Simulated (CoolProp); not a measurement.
The fluid at 298.15 K and 0.476 MPa expands adiabatically to 0.0769 MPa with isentropic efficiency 1. The same conditions are run with several fluids, on thermodynamics alone (safety and materials aside).

Computed with CoolProp (reference Helmholtz-energy equation of state of each fluid (nitrogen: Span 2000; hydrogen chloride: Thol 2018; ethylene: Smukala 2000; dry air: Lemmon 2000; sulfur hexafluoride: Guder 2009)). Blends and air are pseudo-pure fits.

```
fluid                work (kJ/kg)  final temperature (K)                       final phase  final density (kg/m³)
-------------------  ------------  ---------------------  --------------------------------  ---------------------
nitrogen                      125                  176.9                               gas                   1.47
hydrogen chloride            94.2                  183.4  two-phase, vapour fraction 0.989                   1.91
ethylene                      131                  199.9                               gas                   1.32
dry air                       121                  176.7                               gas                   1.52
sulfur hexafluoride          27.5                  250.2                               gas                   5.48
```
